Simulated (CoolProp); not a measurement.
Model: reference Helmholtz-energy equation of state, Lemmon 2006, in CoolProp. It is a short technical equation, of lower accuracy than the large ones.

For carbonyl sulfide, give the phase and the Z, cv (kJ/(kg K)), expansivity (1/kK) at 475.6 K and 5300 kPa; 383.6 K and 27900 kPa; 329.6 K and 359 kPa.


- 475.6 K and 5300 kPa: gas; Z 0.857, cv 0.695, expansivity 3.47
- 383.6 K and 27900 kPa: supercritical; Z 0.598, cv 0.729, expansivity 2.82
- 329.6 K and 359 kPa: gas; Z 0.970, cv 0.587, expansivity 3.32
